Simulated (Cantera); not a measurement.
A closed system holds: 1 mol PH3, 4.6 mol H2, 0.14 mol O2, at 875 °C and 0.133 bar.

Method: chemical equilibrium by Gibbs-energy minimisation in Cantera with the NASA 1993 tables (ideal gas, pure condensed phases). Gases not in the tables: HPO2, HPO3 and P4O6. Kinetics and transport are ignored.

```tsv
species	before	after
H2O	0.0435	0.674
O2	<1e-9	0.298
P4O10	<1e-9	0.0276
H2	0.904	1.39e-8
P2	0.0267	<1e-9
P4	0.0255	<1e-9
PH3	7.66e-5	<1e-9
PO	1.43e-5	<1e-9
```
Gas species are given as mole fractions.

**Question.** What was changed between the two runs?
(A) temperature from 875 °C to 1977 °C
(B) pressure from 0.133 bar to 0.000240 bar
(C) O2 from 0.14 to 7 mol
(D) O2 from 0.14 to 0.18 mol

**Answer.** C, O2 from 0.14 to 7 mol
